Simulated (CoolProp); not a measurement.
The fluid at 233.84 K and 0.683 MPa flows at 0.27 m/s in a round tube of 25 mm bore and 1.5 µm roughness, fully developed (64/Re and Nu = 3.66 if laminar; Colebrook and Gnielinski if turbulent). The same conditions are run with several fluids, on thermodynamics alone (safety and materials aside).

Model: reference Helmholtz-energy equation of state of each fluid (CH2F2 (R32): Tillner-Roth 1997; R11: Jacobsen 1992; n-butane: Bücker 2006; R236FA: Pan 2012), in CoolProp.

| fluid | Reynolds number | Darcy friction factor | pressure drop (Pa/m) | heat-transfer coefficient (W/(m² K)) | mass flow (kg/h) |
|---|---|---|---|---|---|
| CH2F2 (R32) | … | 0.0234 | 40.2 | … | 563 |
| R11 | … | … | 70.6 | … | 774 |
| n-butane | … | 0.0285 | 26.7 | 497 | 306 |
| R236FA | 14200 | … | … | 451 | 744 |

### Question
Some entries are withheld; supply them.

### Answer

- CH2F2 (R32), Reynolds number: 31400
- CH2F2 (R32), heat-transfer coefficient (W/(m² K)): 981
- R11, Reynolds number: 11500
- R11, Darcy friction factor: 0.0299
- R11, heat-transfer coefficient (W/(m² K)): 391
- n-butane, Reynolds number: 13700
- R236FA, Darcy friction factor: 0.0283
- R236FA, pressure drop (Pa/m): 64.4

Transport values come from each fluid's own correlations; those of CH2F2 (R32), R11, R236FA are estimates that may be off by 10 % or more.
